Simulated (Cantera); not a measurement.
# Equilibrium for silicon epitaxy and polysilicon growth: SiH4 + Cl2 + N2

Charge: 1 mol SiH4, 0.055 mol Cl2, 110 mol N2, at 1623.15 K and 1.33 mbar.

Cantera equilibrium calculation (NASA polynomials, part measured and part estimated; ideal gas, pure solids and liquids). Candidate condensed phases: NH4Cl, Si, Si3N4; 28 gas species. Rates play no part.

```yaml
x(N2): 0.981
x(H2): 0.0174
x(HCl): 0.000837
x(H): 0.000250
x(SiCl2): 6.84e-5
x(Si): 5.72e-5
x(Cl): 9.48e-6
x(SiCl): 3.67e-6
x(SiN): 1.64e-6
n(Si3N4(s)): 0.328 mol
gas_amount: 111.4 mol
log10 activity of Si(s) (absent): -0.31
```
